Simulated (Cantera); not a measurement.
Input: 1 mol Si, 26 mol HBr, 0.18 mol N2, held at 0.00133 bar.

These are equilibrium values from Cantera (NASA tables, ideal gas, pure condensed phases), not measurements of a reactor. Candidate condensed phases: Br2, Si, Si3N4; 28 gas species. The tables' values for SiBr3 are old estimates; treat these amounts as uncertain. Equilibrium is a limit: real reactors are often held back by kinetics, nucleation or transport.

**Question.** At 1025 K, list the 4 most abundant gas species with their mole fractions, and the condensed phases.

**Answer.** HBr 0.873, H2 0.0796, SiBr4 0.0396, N2 0.00715. Condensed: gas only.
